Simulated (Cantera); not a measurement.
Hydrogen reduction and annealing atmospheres: CuO + H2 + N2

A closed system holds: 1 mol CuO, 2 mol H2, 4.1 mol N2, at 1500 °C.

These are equilibrium values from Cantera (NASA tables, ideal gas, pure condensed phases), not measurements of a reactor. Candidate condensed phases: Cu, CuO, Cu(OH)2, Cu2O, H2O; 27 gas species. Equilibrium is a limit: real reactors are often held back by kinetics, nucleation or transport.

From 0.000100 bar to 0.00130 bar nothing is condensed. From 0.00460 bar to 10.0 bar the condensed part is Cu(l). The main Cu-bearing gas is Cu throughout.

```tsv
P (Pa)	log p N2	log p H2O	log p H2	log p Cu	log p H	n Cu(l)
10	-4.24	-4.86	-4.87	-4.85	-5.98	0
36	-3.68	-4.30	-4.30	-4.30	-5.70	0
130	-3.13	-3.74	-3.74	-3.74	-5.42	0
460	-2.55	-3.16	-3.16	-3.40	-5.13	0.425
1700	-1.95	-2.57	-2.57	-3.40	-4.83	0.855
6000	-1.40	-2.01	-2.01	-3.40	-4.55	0.959
22000	-0.83	-1.44	-1.44	-3.40	-4.27	0.989
77000	-0.29	-0.90	-0.90	-3.40	-4.00	0.997
280000	0.27	-0.34	-0.34	-3.40	-3.72	0.999
1000000	0.83	0.21	0.21	-3.40	-3.44	1.000
```
log p: log10 of the partial pressure in bar; n: condensed amount in mol.
